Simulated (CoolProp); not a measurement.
A Linde-Hampson liquefier for normal hydrogen: isothermal reversible compression at 230 K from 1 atm to 30 MPa, throttling to 1 atm, return gas leaving the recuperator 5 K below the feed. Each further row changes one setting.

Model: reference Helmholtz-energy equation of state, Leachman 2009, in CoolProp.

```json
[
 {"case": "as stated", "compression work (kJ/kg of gas)": "5600"},
 {"case": "high pressure 60 MPa", "compression work (kJ/kg of gas)": "6490"},
 {"case": "warm-end temperature 260 K", "compression work (kJ/kg of gas)": "6320"},
 {"case": "warm-end gap 10 K", "compression work (kJ/kg of gas)": "5600"}
]
```
